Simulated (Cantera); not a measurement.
Feed: 1 mol Fe(CO)5, 1.7 mol N2, held at 10.0 mbar.

Equilibrium computed with Cantera from the NASA thermochemical tables; the gas is ideal and each condensed phase is pure. Candidate condensed phases: C, Fe, Fe(CO)5, FeO, Fe2O3, Fe3O4; 27 gas species. Condensed phases not in the tables: cementite and carbon dissolved in iron. Equilibrium is a limit: real reactors are often held back by kinetics, nucleation or transport.

x: gas mole fraction; n: condensed amount in mol.

| T (K) | x CO | x N2 | x CO2 | x Fe | n C(graphite) | n Fe(α) | n Fe(γ) |
|---|---|---|---|---|---|---|---|
| 923 | 0.725 | 0.258 | 0.0166 | <1e-12 | 0.109 | 1.00 | 0 |
| 998 | 0.742 | 0.255 | 0.00326 | … | 0.0217 | 1.00 | 0 |
| 1073 | 0.745 | 0.254 | 0.000782 | … | 0.00524 | 1.00 | 0 |
| 1148 | 0.746 | 0.254 | 0.000226 | … | 0.00152 | 1.00 | 0 |
| 1223 | 0.746 | 0.254 | 7.66e-5 | … | 0.000513 | 0 | 1.00 |
| 1298 | 0.746 | 0.254 | 2.95e-5 | … | 0 | 0 | 1.000 |
| 1373 | 0.746 | 0.254 | 1.27e-5 | … | 0 | 0 | 1.000 |
| 1448 | 0.746 | 0.254 | 5.95e-6 | … | 0 | 0 | 1.000 |
| 1523 | 0.746 | 0.254 | 3.03e-6 | … | 0 | 0 | 1.000 |

Question: Some entries are withheld; supply them.

Answer: 
- 998, x Fe: 1.35e-12
- 1073, x Fe: 4.15e-11
- 1148, x Fe: 7.98e-10
- 1223, x Fe: 1.06e-8
- 1298, x Fe: 1.03e-7
- 1373, x Fe: 7.80e-7
- 1448, x Fe: 4.77e-6
- 1523, x Fe: 2.43e-5
